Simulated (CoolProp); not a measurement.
R125 along the isotherm 353.7 K: Z from the reference equation and from simpler models built on Tc = 339.2 K, pc = 3618 kPa, ω = 0.305; each cubic takes its own stable root.

Values from CoolProp's reference Helmholtz-energy equation of state, Lemmon 2005.

```
p (kPa)          phase  reference
-------  -------------  ---------
678                gas     0.9425
1360               gas     0.8796
2040               gas     0.8103
2710               gas     0.7330
3390               gas     0.6396
4070     supercritical     0.5183
4750     supercritical     0.3541
5430     supercritical     0.2961
```

### Question
How far does each simpler model (Redlich-Kwong, Soave-Redlich-Kwong, Peng-Robinson) lie from the reference over these 8 states: mean and median of the absolute difference, and the worst?

### Answer
- Redlich-Kwong: mean 2.4 %, median 0.4 %, worst +13.5 % at 353.7 K and 5430 kPa
- Soave-Redlich-Kwong: mean 5.3 %, median 1.2 %, worst +22.0 % at 353.7 K and 5430 kPa
- Peng-Robinson: mean 3.8 %, median 2.2 %, worst +12.6 % at 353.7 K and 5430 kPa
